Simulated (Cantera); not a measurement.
Input (Python, Cantera) and output of one run.

```python
import numpy as np
import cantera as ct

gas_names = """
    F F2 H HF H2 H2F2 H3F3 H4F4 H5F5 H6F6 H7F7 Si SiF SiF2 SiF3 SiF4 SiH SiHF3 SiH2 SiH2F2 SiH3 SiH3F
    SiH4 Si2 Si3
""".split()
cond_names = """
    Si(cr) Si(L)
""".split()


# ... load() reads the species with a 1 bar reference pressure and builds the phases ...
atoms = {
    'Si': {'Si': 1},
    'HF': {'H': 1, 'F': 1},
    'H2': {'H': 2},
}
top_T = {}  # K; cautious upper limits of use, not melting points


# ... equilibrate(T, P, feed) seeds the gas with the atoms and calls Mixture.equilibrate('TP', solver="vcs", rtol=1e-11, max_steps=5000) ...
results = []
feed = {'Si': 1, 'HF': 14, 'H2': 7}  # mol
T = 1550  # K
for P in [1, 10, 100, 1000, 10000, 100000]:
    mix = equilibrate(T, P, feed)
    results.append((T, P, feed, dict(zip(mix.species_names, mix.species_moles))))

top = {s: max(r[3][s] / sum(r[3][g] for g in gas_names) for r in results) for s in gas_names}
cols = sorted((s for s in top if top[s] > 1e-05), key=lambda s: -top[s])[:8]
seen = [c for c in cond_names if any(r[3].get(c, 0) > 1e-12 for r in results)]
print("log10 of partial pressures in bar; condensed amounts in mol")
print(f"{'P/Pa':>10s}" + "".join(f"{s[:9]:>10s}" for s in cols + seen))
for T, P, feed, n in results:
    ng = sum(n[g] for g in gas_names)
    print(f"{P:10.4g}" + "".join(f"{np.log10(max(n[s] / ng * P / 1e5, 1e-99)):10.3f}" for s in cols)
          + "".join(f"{n.get(c, 0):10.4g}" for c in seen))
```

Output:

```
log10 of partial pressures in bar; condensed amounts in mol
      P/Pa        HF        H2      SiF4      SiF3         H      SiF2     SiHF3
         1    -5.294    -5.360    -6.415    -7.011    -7.182    -7.889    -9.639
        10    -4.299    -4.351    -5.338    -6.425    -6.677    -7.794    -8.549
       100    -3.300    -3.348    -4.313    -5.897    -6.176    -7.763    -7.519
      1000    -2.301    -2.347    -3.305    -5.388    -5.675    -7.754    -6.510
     1e+04    -1.301    -1.347    -2.302    -4.886    -5.175    -7.750    -5.507
     1e+05    -0.301    -0.347    -1.302    -4.385    -4.675    -7.749    -4.506
```

Cantera equilibrium calculation (NASA polynomials, part measured and part estimated; ideal gas, pure solids and liquids). The tables' values for SiF3, SiF2 are old estimates; treat these amounts as uncertain.
